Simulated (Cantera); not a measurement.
A closed system holds: 1 mol SiH4, 3.4 mol HCl, 330 mol H2, equilibrated at 802 °C and 18.0 mbar.

Method: chemical equilibrium by Gibbs-energy minimisation in Cantera with the NASA 1993 tables (ideal gas, pure condensed phases). Candidate condensed phases: Si; 19 gas species. The tables' values for SiCl3 are old estimates; treat these amounts as uncertain. Kinetics and transport are ignored.

What is the equilibrium state?


* **x(H2)**: 0.990
* **x(HCl)**: 0.00923
* **x(SiCl2)**: 0.000168
* **x(SiHCl3)**: 7.82e-5
* **x(SiCl4)**: 5.87e-5
* **x(SiCl3)**: 2.50e-5
* **x(SiH2Cl2)**: 1.22e-5
* **n(Si(s))**: 0.885 mol
* **gas amount**: 335.3 mol
